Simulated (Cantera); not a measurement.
What does this Cantera script print?

```python
import numpy as np
import cantera as ct

gas = ct.Solution("h2o2.yaml")
gas.TPX = 1450, 250, {'H2': 0.013, 'O2': 1, 'N2': 0.44}
reactor = ct.IdealGasConstPressureReactor(gas, energy="off", clone=False)
net = ct.ReactorNet([reactor])
net.rtol, net.atol = 1e-08, 1e-18
show = ['H2', 'O2', 'OH', 'HO2', 'H2O2', 'O', 'H2O']
times = np.geomspace(2e-06, 5, 9)

steps = ct.SolutionArray(gas, extra=["t"])
rows = []
print(f"{'t/s':>10s}{'T/K':>9s}{'P/Pa':>11s}" + "".join(f"{s:>11s}" for s in show))
for t in times:
    while net.time < t:
        t_next = net.step()
        steps.append(gas.state, t=t_next)
    rows.append([np.interp(t, steps.t, y) for y in (steps.T, steps.P, *steps(*show).X.T)])
    print(f"{t:10.3e}{rows[-1][0]:9.1f}{rows[-1][1]:11.4g}" + "".join(f"{x:11.3e}" for x in rows[-1][2:]))
rate = np.gradient(steps.T, steps.t)
print("integrator steps:", len(steps.t))
if steps.T.max() > steps.T[0] + 200:
    print(f"time of steepest temperature rise: {steps.t[rate.argmax()]:.4e} s")
gas.TPX = 1450, 250, {'H2': 0.013, 'O2': 1, 'N2': 0.44}
gas.equilibrate("TP")
print(f"equilibrium (TP): T = {gas.T:.1f} K  " + "  ".join(f"{s} {gas[s].X[0]:.3e}" for s in show))
```

It prints:

```
       t/s      T/K       P/Pa         H2         O2         OH        HO2       H2O2          O        H2O
 2.000e-06   1450.0        250  8.947e-03  6.882e-01  8.145e-13  1.053e-10  9.018e-17  8.147e-13  3.989e-16
 1.261e-05   1450.0        250  8.947e-03  6.882e-01  3.139e-11  6.641e-10  3.572e-15  3.141e-11  9.659e-14
 7.953e-05   1450.0        250  8.947e-03  6.882e-01  1.053e-09  4.187e-09  1.411e-13  1.058e-09  2.128e-11
 5.015e-04   1450.0        250  8.947e-03  6.882e-01  2.031e-08  2.638e-08  5.377e-12  2.093e-08  2.970e-09
 3.162e-03   1450.0        250  8.946e-03  6.882e-01  3.686e-07  1.654e-07  1.683e-10  4.123e-07  2.970e-07
 1.994e-02   1450.0        250  4.304e-03  6.839e-01  1.996e-03  9.709e-08  2.502e-09  3.169e-03  3.486e-03
 1.257e-01   1450.0        250  4.365e-05  6.797e-01  1.303e-03  5.854e-08  1.323e-09  7.752e-03  8.106e-03
 7.929e-01   1450.0        250  4.203e-05  6.799e-01  1.279e-03  5.744e-08  1.304e-09  7.444e-03  8.130e-03
 5.000e+00   1450.0        250  3.351e-05  6.814e-01  1.143e-03  5.127e-08  1.194e-09  5.858e-03  8.255e-03
integrator steps: 625
equilibrium (TP): T = 1450.0 K  H2 2.058e-07  O2 6.868e-01  OH 8.996e-05  HO2 2.182e-08  H2O2 5.707e-11  O 3.350e-05  H2O 8.942e-03
```

Computed with Cantera and the H2/O2 subset of GRI-Mech 3.0, which has no nitrogen chemistry. Radical loss at walls, strong at low pressure, is not modelled.
